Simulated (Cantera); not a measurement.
Standard-state values (1 bar) from the NASA 1993 polynomials, evaluated with Cantera. Values are per mole of reaction as written; species without (g) are pure solids or liquids, kept so even where they would boil at 1 bar.

Q: Between 300 and 1223 K, where is each reaction favourable under standard conditions?
- 2 HCl(g) + Sr → SrCl2 + 2 H(g)

A: 
- 2 HCl(g) + Sr → SrCl2 + 2 H(g): ΔG° is -183 kJ at 300 K and -135 kJ at 1223 K; it stays negative (K > 1). ΔH° is -154 kJ and ΔS° -16 J/K at 1223 K.
